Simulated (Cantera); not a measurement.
Charge: 1 mol Ti(OiPr)4, 9.7 mol CH4, 120 mol H2, held at 14.0 Pa.

Method: chemical equilibrium by Gibbs-energy minimisation in Cantera with the NASA 1993 tables (ideal gas, pure condensed phases). Candidate condensed phases: C, C6H6, C7H8, C8H18, H2O, Ti, TiC, TiO, TiO2, Ti2O3, Ti3O5, Ti4O7; 113 gas species. The feed counts by its element totals alone. TiC: taken at fixed stoichiometry. Rates play no part. All values below are at 1825 K.

Base state: H2 0.939, H 0.0361, CO 0.0250, C2H2 (acetylene) 0.000202 (mole fractions); condensed: C(graphite) + TiC(s).

### Question
What changes in the equilibrium state with this change: Ti(OiPr)4 replaced by TiCl4?

### Answer
| species | before | after |
|---|---|---|
| H2 | 0.939 | 0.936 |
| H | 0.0361 | 0.0360 |
| HCl | 0 | 0.0270 |
| CO | 0.0250 | 0 |
| Cl | 0 | 0.000791 |
| C2H2 (acetylene) | 0.000202 | 0.000201 |
| C(graphite), mol | 16.6 | 8.64 |
| TiC(s), mol | 1.000 | 1.000 |
Further candidate phases: TiCl2, TiCl3, TiCl4.
